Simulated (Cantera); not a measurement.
**Premixed flame**

A freely propagating, adiabatic, planar premixed flame of H₂ : O₂ : N₂ = 1 : 0.312 : 1.17 (molar parts), equivalence ratio 1.6, unburnt at 650 K and 390000 Pa; mixture-averaged transport, grid criteria slope 0.08 and curve 0.16, no radiation.

Cantera simulation using the H2/O2 subset of GRI-Mech 3.0, which has no nitrogen chemistry; the numbers are that mechanism's predictions, not measurements. The hydrogen kinetics of GRI-Mech 3.0 are dated; newer H2 mechanisms differ, most at raised pressure. Burning velocities carry a grid error of a few per cent, more on coarse grids.

```json
[
 {"z (mm)": "-0.241", "T (K)": "650", "u (m/s)": "11.0", "x H₂": "0.403", "x O₂": "0.126", "x H₂O₂": "<1e-8", "x H₂O": "<1e-8", "x H": "<1e-8", "x HO₂": "<1e-8"},
 {"z (mm)": "-0.161", "T (K)": "650", "u (m/s)": "11.0", "x H₂": "0.403", "x O₂": "0.126", "x H₂O₂": "<1e-8", "x H₂O": "<1e-8", "x H": "<1e-8", "x HO₂": "<1e-8"},
 {"z (mm)": "-0.120", "T (K)": "650", "u (m/s)": "11.0", "x H₂": "0.403", "x O₂": "0.126", "x H₂O₂": "<1e-8", "x H₂O": "1.07e-8", "x H": "<1e-8", "x HO₂": "1.71e-8"},
 {"z (mm)": "-0.0803", "T (K)": "650", "u (m/s)": "11.0", "x H₂": "0.403", "x O₂": "0.126", "x H₂O₂": "<1e-8", "x H₂O": "5.72e-7", "x H": "3.87e-8", "x HO₂": "1.08e-6"},
 {"z (mm)": "-0.0402", "T (K)": "679", "u (m/s)": "11.4", "x H₂": "0.397", "x O₂": "0.126", "x H₂O₂": "6.43e-6", "x H₂O": "0.00112", "x H": "0.000201", "x HO₂": "0.000467"},
 {"z (mm)": "-0.0201", "T (K)": "926", "u (m/s)": "15.1", "x H₂": "0.361", "x O₂": "0.119", "x H₂O₂": "3.21e-5", "x H₂O": "0.0231", "x H": "0.00630", "x HO₂": "0.000508"},
 {"z (mm)": "0", "T (K)": "1368", "u (m/s)": "21.7", "x H₂": "0.270", "x O₂": "0.0832", "x H₂O₂": "1.03e-5", "x H₂O": "0.103", "x H": "0.0348", "x HO₂": "0.000234"},
 {"z (mm)": "0.0201", "T (K)": "1689", "u (m/s)": "26.4", "x H₂": "0.183", "x O₂": "0.0322", "x H₂O₂": "3.07e-6", "x H₂O": "0.199", "x H": "0.0629", "x HO₂": "8.54e-5"},
 {"z (mm)": "0.0402", "T (K)": "1847", "u (m/s)": "28.7", "x H₂": "0.152", "x O₂": "0.0108", "x H₂O₂": "1.79e-6", "x H₂O": "0.240", "x H": "0.0687", "x HO₂": "2.75e-5"},
 {"z (mm)": "0.0803", "T (K)": "1995", "u (m/s)": "30.7", "x H₂": "0.147", "x O₂": "0.00308", "x H₂O₂": "9.90e-7", "x H₂O": "0.258", "x H": "0.0600", "x HO₂": "7.77e-6"},
 {"z (mm)": "0.161", "T (K)": "2134", "u (m/s)": "32.5", "x H₂": "0.153", "x O₂": "0.00160", "x H₂O₂": "5.50e-7", "x H₂O": "0.265", "x H": "0.0452", "x HO₂": "4.00e-6"},
 {"z (mm)": "0.321", "T (K)": "2256", "u (m/s)": "34.0", "x H₂": "0.158", "x O₂": "0.000856", "x H₂O₂": "3.16e-7", "x H₂O": "0.271", "x H": "0.0315", "x HO₂": "2.14e-6"},
 {"z (mm)": "0.643", "T (K)": "2352", "u (m/s)": "35.2", "x H₂": "0.162", "x O₂": "0.000392", "x H₂O₂": "1.80e-7", "x H₂O": "0.277", "x H": "0.0206", "x HO₂": "9.87e-7"}
]
```
x: mole fraction of selected species; z is measured from the peak of heat release.

```json
{
  "laminar_burning_velocity": "1100 cm/s",
  "thermal_thickness": "0.0803 mm",
  "peak x(H₂O₂)": "3.21e-5",
  "peak x(H)": "0.0688",
  "peak x(HO₂)": "0.000693",
  "grid_points": "116"
}
```
